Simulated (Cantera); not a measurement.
**Chemical vapour transport: MgO + HCl + H₂**

Feed: 1 mol MgO, 1.2 mol HCl, 2.2 mol H₂, held at 1498 K and 0.320 bar.

Equilibrium computed with Cantera from the NASA thermochemical tables; the gas is ideal and each condensed phase is pure. Candidate condensed phases: H₂O, Mg, MgCl₂, MgO, Mg(OH)₂; 22 gas species. The numbers say what is thermodynamically allowed, not how fast it happens.

The x(H₂) is 0.647 and the x(HCl) comes out as 0.307. The x(H₂O) is 0.0229. The x(MgCl₂) is 0.0229 and the x(H) comes out as 2.44e-5. The x(Cl) comes out as 9.35e-6 and the n(MgO(s)) comes out as 0.922 mol. The gas amount is 3.400 mol and the log10 activity of Mg(l) (absent) is -8.00.
